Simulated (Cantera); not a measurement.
Feed: 1 mol HF, 0.11 mol SO2, at 2623.15 K and 133 Pa.

These are equilibrium values from Cantera (NASA tables, ideal gas, pure condensed phases), not measurements of a reactor. Candidate condensed phases: H2O, H2SO4, S; 43 gas species. Kinetics and transport are ignored.

Base state: HF 0.719, O 0.0738, F 0.0568, H 0.0479, SO 0.0416, S 0.0287, SO2 0.0144, O2 0.0109 (mole fractions); condensed: gas only.

**Question.** What changes in the equilibrium state with this change: temperature from 2623.15 K to 573 K?

**Answer.** 
| species | before | after |
|---|---|---|
| HF | 0.719 | 0.901 |
| SO2 | 0.0144 | 0.0991 |
| H2O | 0.000623 | 4.35e-8 |
| O | 0.0738 | <1e-9 |
| F | 0.0568 | <1e-9 |
| H | 0.0479 | <1e-9 |
| SO | 0.0416 | <1e-9 |
| S | 0.0287 | <1e-9 |
| O2 | 0.0109 | <1e-9 |
| OH | 0.00411 | <1e-9 |
| H2 | 0.00172 | <1e-9 |
| S2 | 0.000214 | <1e-9 |
| SH | 0.000124 | <1e-9 |
